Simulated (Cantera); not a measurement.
## Premixed flame

A freely propagating, adiabatic, planar premixed flame of 4.48 % CH4, 0.716 % C2H6, 1.43 % C3H8, 19.2 % O2, 72.1 % N2, 2.10 % H2, unburnt at 525 K and 10.0 bar; mixture-averaged transport, grid criteria slope 0.08 and curve 0.16, no radiation.

Model: GRI-Mech 3.0 (53 species, 325 reactions), integrated in Cantera. GRI-Mech 3.0 was tuned for natural gas; its chemistry of propane as a main component is partial and can be far from experiment. Burning velocities carry a grid error of a few per cent, more on coarse grids.

```csv
z (mm),T (K),u (m/s),x CH4,x C2H6,x C3H8,x O2,x HCO,x H2O2
-0.156,525,0.599,0.0448,0.00716,0.0143,0.192,<1e-8,7.72e-8
-0.104,529,0.603,0.0446,0.00716,0.0143,0.192,<1e-8,1.05e-6
-0.0782,542,0.618,0.0443,0.00714,0.0143,0.191,<1e-8,4.86e-6
-0.0521,619,0.708,0.0420,0.00696,0.0141,0.185,<1e-8,2.96e-5
-0.0261,1038,1.21,0.0303,0.00507,0.0102,0.145,2.25e-7,0.000127
-0.0130,1471,1.74,0.0180,0.00236,0.00344,0.101,8.75e-6,6.31e-5
0,1898,2.26,0.00479,0.000147,5.53e-5,0.0530,2.85e-5,4.92e-6
0.0130,2103,2.50,0.000342,4.03e-7,<1e-8,0.0267,8.49e-6,1.46e-6
0.0261,2188,2.58,1.23e-5,<1e-8,<1e-8,0.0175,6.56e-7,9.89e-7
0.0521,2278,2.67,3.12e-8,<1e-8,<1e-8,0.0117,9.34e-8,6.96e-7
0.104,2355,2.75,<1e-8,<1e-8,<1e-8,0.00787,3.89e-8,4.66e-7
0.208,2406,2.80,<1e-8,<1e-8,<1e-8,0.00529,1.76e-8,3.13e-7
0.417,2432,2.83,<1e-8,<1e-8,<1e-8,0.00391,1.06e-8,2.36e-7
```
x: mole fraction of selected species; z is measured from the peak of heat release.

The laminar burning velocity is 59.9 cm/s, the thermal thickness comes out as 0.0521 mm and the peak x(HCO) is 2.87e-5. The peak x(H2O2) is 0.000131. The grid points comes out as 141.
